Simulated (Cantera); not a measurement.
Charge: 1 mol Pb, 0.022 mol O₂, 32 mol N₂, at 1002 °C and 75.0 Torr.

Cantera equilibrium calculation (NASA polynomials, part measured and part estimated; ideal gas, pure solids and liquids). Candidate condensed phases: Pb, PbO, PbO₂, Pb₃O₄; 12 gas species. Gases not in the tables: (PbO)n polymers. Rates play no part.

Base state: N₂ 0.980, Pb 0.0189, PbO 0.00135 (mole fractions); condensed: Pb(l).

Problem. What changes in the equilibrium state with this change: O₂ from 0.022 to 0.042 mol?

Solution. 
| species | before | after |
|---|---|---|
| N₂ | 0.980 | 0.979 |
| Pb | 0.0189 | 0.0189 |
| PbO | 0.00135 | 0.00257 |
| Pb(l), mol | 0.340 | 0.299 |

Problem. What changes in the equilibrium state with this change: Pb replaced by HgO?

Solution. 
```csv
species,before,after
N₂,0.980,0.955
Hg,0,0.0298
O₂,3.50e-8,0.0155
Pb,0.0189,0
PbO,0.00135,0
NO,1.53e-7,0.000100
"Pb(l), mol",0.340,0
```
Further candidate phases: Hg, HgO.
